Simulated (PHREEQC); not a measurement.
Synthetic water in mg/L, 21 °C, pH 8.12, pe 8.2: Na 26.7; K 0.487; Ca 8.57; Mg 3.97; Cl 6.72; S(6) as SO4 75.2; Alkalinity as HCO3 11.8; O(0) (dissolved oxygen) 0.251; Si as SiO2 1.99; Sr 0.145; Br 4.31; Pb 1.72.

Valence states are taken as typed.

All values are PHREEQC results (ion-association model, phreeqc.dat), not measurements.

```json
[
 {"quantity": "ionic strength (mol/kgw)", "before": "0.00299", "after": "0.00299"},
 {"quantity": "CaSO4 (mol/kgw)", "before": "1.60e-5", "after": "1.59e-5"},
 {"quantity": "MgSO4 (mol/kgw)", "before": "1.47e-5", "after": "1.47e-5"},
 {"quantity": "NaSO4- (mol/kgw)", "before": "3.35e-6", "after": "3.35e-6"},
 {"quantity": "CO2 (mol/kgw)", "before": "2.95e-6", "after": "8.78e-7"},
 {"quantity": "CO3-2 (mol/kgw)", "before": "1.17e-6", "after": "3.50e-6"},
 {"quantity": "SI of Quartz (SiO2)", "before": "-0.45", "after": "-0.46"},
 {"quantity": "SI of Cerussite (PbCO3)", "before": "+0.75", "after": "+0.76"}
]
```

**Question.** What was changed between the two runs?
A. Na from 26.7 to 53.4 mg/L
B. temperature from 21 to 60 °C at the same typed pH
C. pH from 8.12 to 8.62 at the same alkalinity

**Answer.** C, pH from 8.12 to 8.62 at the same alkalinity

No solid was allowed to form. Some of these states are supersaturated (in Pb(OH)2, Cerussite, for instance).
